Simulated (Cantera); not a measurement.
Input: 1 mol SiHCl3, 2.5 mol NH3, held at 2073.15 K and 0.0488 Torr.

Cantera equilibrium calculation (NASA polynomials, part measured and part estimated; ideal gas, pure solids and liquids). Candidate condensed phases: NH4Cl, Si, Si3N4; 28 gas species. The tables' values for SiCl, SiN are old estimates; treat these amounts as uncertain. The numbers say what is thermodynamically allowed, not how fast it happens.

Base state: H2 0.284, HCl 0.201, H 0.174, N2 0.139, Cl 0.0909, Si 0.0872, SiCl2 0.0178, SiCl 0.00561 (mole fractions); condensed: gas only.

### Question
What changes in the equilibrium state with this change: pressure from 0.0488 Torr to 82.5 Torr?

### Answer
| species | before | after |
|---|---|---|
| H2 | 0.284 | 0.516 |
| N2 | 0.139 | 0.178 |
| HCl | 0.201 | 0.170 |
| H | 0.174 | 0.00570 |
| SiCl2 | 0.0178 | 0.124 |
| Si | 0.0872 | 0.000908 |
| Cl | 0.0909 | 0.00139 |
| SiHCl3 | 3.46e-9 | 3.46e-5 |
| SiCl4 | 5.46e-9 | 2.55e-5 |
| SiCl3 | 9.70e-6 | 0.00175 |
| Si(l), mol | 0 | 0.0963 |
The tables' values for SiCl3, SiCl, SiN are old estimates; treat these amounts as uncertain. Gases not in the tables: Si2H6 and higher silanes.
